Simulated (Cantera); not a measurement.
An isothermal, constant-pressure homogeneous reactor starts with N2O : N2 = 1 : 1.2 (molar parts), at 1175 K and 0.0380 bar. Integrator tolerance rtol = 1e-08.

Detailed kinetics in Cantera: GRI-Mech 3.0 (53 species, 325 reactions). GRI-Mech 3.0 was tuned for natural gas; its chemistry of N2O as a main component is partial and can be far from experiment. Radical loss at walls, strong at low pressure, is not modelled. The mechanism lacks the step 2 NO + O2 → 2 NO2, which can matter for NO2 below about 1400 K. The temperature is held fixed by assumption; the heat of reaction is taken as removed at once.

What does this change do: temperature 1175 to 1200 K?


```json
[
 {"quantity": "x(N2O) at 50.0 s", "before": "0.199 (gas-phase equilibrium 2.18e-9)", "after": "0.123 (gas-phase equilibrium 2.61e-9)"},
 {"quantity": "x(N2) at 50.0 s", "before": "0.687 (gas-phase equilibrium 0.815)", "after": "0.728 (gas-phase equilibrium 0.815)"},
 {"quantity": "x(NO) at 50.0 s", "before": "0.0197 (gas-phase equilibrium 0.000154)", "after": "0.0281 (gas-phase equilibrium 0.000188)"},
 {"quantity": "x(O2) at 50.0 s", "before": "0.0944 (gas-phase equilibrium 0.185)", "after": "0.121 (gas-phase equilibrium 0.185)"},
 {"quantity": "x(NO2) at 50.0 s", "before": "9.66e-6 (gas-phase equilibrium 5.38e-7)", "after": "1.37e-5 (gas-phase equilibrium 5.79e-7)"},
 {"quantity": "x(O) at 50.0 s", "before": "1.20e-6 (gas-phase equilibrium 3.24e-8)", "after": "1.74e-6 (gas-phase equilibrium 5.57e-8)"}
]
```
